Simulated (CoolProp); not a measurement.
n-decane along the isobar 2.74 MPa: Z from the reference equation and from simpler models built on Tc = 344.5 °C, pc = 2.101 MPa, ω = 0.488; each cubic takes its own stable root.

Computed with CoolProp (reference Helmholtz-energy equation of state, Lemmon 2006). It is a short technical equation, of lower accuracy than the large ones.

```
T (°C)   phase  reference  van der Waals  Peng-Robinson
------  ------  ---------  -------------  -------------
19.45   liquid     0.2187         0.4075         0.2374
44.95   liquid     0.2066         0.3823         0.2221
70.45   liquid     0.1967         0.3615         0.2096
95.85   liquid     0.1885         0.3442         0.1995
121.35  liquid     0.1818         0.3299         0.1912
146.85  liquid     0.1763         0.3181         0.1848
172.35  liquid     0.1721         0.3086         0.1801
197.75  liquid     0.1691         0.3013         0.1770
223.25  liquid     0.1674         0.2962         0.1758
248.75  liquid     0.1671         0.2934         0.1769
```
